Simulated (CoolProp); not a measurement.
Vapour-liquid equilibrium of R125 (1) + dimethyl ether (2) at -66.15 °C; x and y are mole fractions of (1).

Computed with CoolProp (multi-fluid Helmholtz-energy mixture model, Lemmon 2005 and Wu 2011; pair parameters Bell 2016).

```csv
x,bubble pressure (bar),y at the bubble point,dew pressure at overall composition x (bar),liquid density (mol/L)
0.05,0.1127,0.079,0.1114,16.93
0.15,0.1212,0.240,0.1161,16.51
0.25,0.1327,0.402,0.1218,16.10
0.35,0.1486,0.556,0.1286,15.70
0.45,0.1702,0.694,0.1370,15.31
0.55,0.1985,0.805,0.1479,14.91
0.65,0.2337,0.887,0.1623,14.53
0.75,0.2749,0.943,0.1828,14.14
0.85,0.3191,0.976,0.2153,13.74
0.95,0.3617,0.995,0.2825,13.34
```

No azeotrope shows between x = 0.05 and 0.95.

Pair parameters are fitted to limited data, so mixtures are less certain than the pure fluids.
